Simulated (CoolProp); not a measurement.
Values from CoolProp's reference Helmholtz-energy equation of state, Lemmon 2006. It is a short technical equation, of lower accuracy than the large ones.

Task: For acetone, give the phase and the Z, cv (kJ/(kg K)), speed of sound (m/s), expansivity (1/kK) at 215.85 °C and 4.11 MPa; 223.45 °C and 4.11 MPa; 261.65 °C and 4.11 MPa.

Result: 
- 215.85 °C and 4.11 MPa: liquid; Z 0.122, cv 2.02, speed of sound 297, expansivity 8.45
- 223.45 °C and 4.11 MPa: liquid; Z 0.131, cv 2.08, speed of sound 227, expansivity 15.4
- 261.65 °C and 4.11 MPa: gas; Z 0.661, cv 2.05, speed of sound 208, expansivity 7.11
